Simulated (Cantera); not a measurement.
Input (Python, Cantera):

```python
import numpy as np
import cantera as ct

gas = ct.Solution("h2o2.yaml")
gas.TPX = 525, 100000, {'H2': 1, 'O2': 0.909, 'N2': 3.42}
flame = ct.FreeFlame(gas, width=0.04)
flame.set_refine_criteria(ratio=3, slope=0.08, curve=0.16)
flame.transport_model = "mixture-averaged"
flame.solve(loglevel=0, auto=True)
z, T = flame.grid, flame.T
thick = (T[-1] - T[0]) / np.gradient(T, z).max()
show = ['H2', 'O2', 'H', 'H2O2', 'OH', 'H2O']
print(f"laminar burning velocity  {flame.velocity[0] * 100:.3f} cm/s")
print(f"burnt temperature         {T[-1]:.1f} K")
print(f"thermal thickness         {thick * 1e3:.4f} mm")
print(f"grid points               {len(z)}")
z0 = z[flame.heat_release_rate.argmax()]
print(f"{'z/mm':>9s}{'T/K':>9s}{'u/(m/s)':>9s}" + "".join(f"{s:>11s}" for s in show))
rows = []
for k in (-3, -2, -1.5, -1, -0.5, -0.25, 0, 0.25, 0.5, 1, 2, 4, 8):
    zz = z0 + k * thick
    rows.append([k * thick, np.interp(zz, z, T), np.interp(zz, z, flame.velocity),
                 *(np.interp(zz, z, flame.X[gas.species_index(s)]) for s in show)])
    print(f"{rows[-1][0] * 1e3:9.3f}{rows[-1][1]:9.1f}{rows[-1][2]:9.3f}" + "".join(f"{x:11.3e}" for x in rows[-1][3:]))
```

It prints:

```
laminar burning velocity  255.007 cm/s
burnt temperature         1911.0 K
thermal thickness         0.4034 mm
grid points               110
     z/mm      T/K  u/(m/s)         H2         O2          H       H2O2         OH        H2O
   -1.210    525.0    2.550  1.876e-01  1.706e-01  4.530e-14  1.442e-11  4.765e-14  6.096e-09
   -0.807    525.0    2.549  1.874e-01  1.706e-01  2.487e-12  5.457e-10  2.570e-12  1.753e-07
   -0.605    525.1    2.548  1.868e-01  1.707e-01  3.758e-11  7.005e-09  3.689e-11  1.811e-06
   -0.403    526.2    2.545  1.837e-01  1.714e-01  6.833e-09  2.523e-07  2.379e-09  4.450e-05
   -0.202    587.1    2.773  1.602e-01  1.738e-01  8.196e-05  2.332e-05  7.382e-05  4.813e-03
   -0.101    826.8    3.802  1.202e-01  1.665e-01  2.123e-03  2.962e-05  6.464e-04  3.289e-02
    0.000   1163.4    5.253  6.541e-02  1.383e-01  9.142e-03  1.019e-05  2.321e-03  9.374e-02
    0.101   1409.9    6.331  2.623e-02  1.059e-01  1.323e-02  4.913e-06  5.745e-03  1.485e-01
    0.202   1548.5    6.933  1.263e-02  9.195e-02  1.150e-02  2.698e-06  7.909e-03  1.713e-01
    0.403   1684.6    7.503  7.207e-03  8.645e-02  6.641e-03  1.313e-06  8.912e-03  1.838e-01
    0.807   1791.2    7.935  4.261e-03  8.521e-02  2.693e-03  6.784e-07  8.066e-03  1.919e-01
    1.613   1857.8    8.198  1.977e-03  8.521e-02  7.839e-04  3.742e-07  6.017e-03  1.977e-01
    3.227   1891.3    8.328  7.294e-04  8.566e-02  1.697e-04  2.032e-07  3.837e-03  2.009e-01
```

Model: the H2/O2 subset of GRI-Mech 3.0, which has no nitrogen chemistry, integrated in Cantera. Burning velocities carry a grid error of a few per cent, more on coarse grids. Lean hydrogen flames are cellular in practice and burn faster than this planar one.
